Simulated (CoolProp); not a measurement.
Properties of fluoroethane (R161) along the isotherm -37.75 °C.

Computed with CoolProp (reference Helmholtz-energy equation of state, Wu 2012).

| p (bar) | phase | speed of sound (m/s) | Joule-Thomson coefficient (K/MPa) | isothermal compressibility (1/MPa) | expansivity (1/kK) | fugacity coefficient |
|---|---|---|---|---|---|---|
| 4.55 | liquid | 1099 | -0.3677 | 0.001457 | 1.742 | 0.2158 |
| 9.09 | liquid | 1102 | (withheld) | 0.001445 | 1.732 | 0.1095 |
| 13.6 | liquid | 1105 | -0.3705 | 0.001434 | 1.723 | 0.07418 |
| 18.2 | liquid | 1109 | -0.3718 | 0.001423 | (withheld) | 0.05620 |
| 22.7 | liquid | 1112 | -0.3732 | 0.001413 | 1.706 | 0.04567 |
| 27.3 | liquid | 1115 | -0.3745 | 0.001402 | 1.697 | (withheld) |
| 31.8 | liquid | 1118 | -0.3758 | 0.001392 | 1.689 | 0.03350 |
| 36.4 | liquid | 1121 | -0.3771 | 0.001382 | 1.680 | 0.02967 |
| 40.9 | liquid | 1125 | -0.3783 | 0.001372 | 1.672 | 0.02676 |
| 45.5 | liquid | 1128 | -0.3795 | 0.001362 | 1.664 | (withheld) |
| 50 | liquid | (withheld) | -0.3807 | 0.001353 | 1.656 | (withheld) |

Problem. Complete the blanks.

Solution. 
- 9.09, Joule-Thomson coefficient (K/MPa): -0.3691
- 18.2, expansivity (1/kK): 1.715
- 27.3, fugacity coefficient: 0.03850
- 45.5, fugacity coefficient: 0.02439
- 50, speed of sound (m/s): 1131
- 50, fugacity coefficient: 0.02250
